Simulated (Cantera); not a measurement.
# Thermodynamics of silicon epitaxy and polysilicon growth, feed Si₂Cl₆ + HCl + H₂

Input: 1 mol Si₂Cl₆, 4 mol HCl, 24 mol H₂, held at 1.00 mbar.

These are equilibrium values from Cantera (NASA tables, ideal gas, pure condensed phases), not measurements of a reactor. Candidate condensed phases: Si; 19 gas species. The feed counts by its element totals alone. The tables' values for SiCl₃, SiCl are old estimates; treat these amounts as uncertain. The numbers say what is thermodynamically allowed, not how fast it happens.

| T (K) | x H₂ | x HCl | x SiCl₂ | x SiCl₄ | x SiCl₃ | x SiHCl₃ | x H |
|---|---|---|---|---|---|---|---|
| 1175 | 0.779 | 0.155 | 0.0396 | 0.0163 | 0.00813 | 0.00193 | 3.42e-6 |
| 1250 | 0.756 | 0.179 | 0.0534 | 0.00490 | 0.00604 | 0.000737 | 1.33e-5 |
| 1325 | 0.747 | 0.188 | 0.0596 | 0.00123 | 0.00367 | 0.000250 | 4.47e-5 |
| 1400 | 0.744 | 0.191 | 0.0620 | 0.000319 | 0.00216 | 8.80e-5 | 0.000133 |
| 1475 | 0.743 | 0.192 | 0.0631 | 9.18e-5 | 0.00130 | 3.36e-5 | 0.000354 |
| 1550 | 0.742 | 0.193 | 0.0636 | 2.95e-5 | 0.000820 | 1.40e-5 | 0.000858 |
| 1625 | 0.741 | 0.193 | 0.0637 | 1.05e-5 | 0.000536 | 6.28e-6 | 0.00192 |
x: gas mole fraction; nothing condenses.

From 1175 K to 1625 K nothing is condensed. The main Si-bearing gas is SiCl₂ throughout.
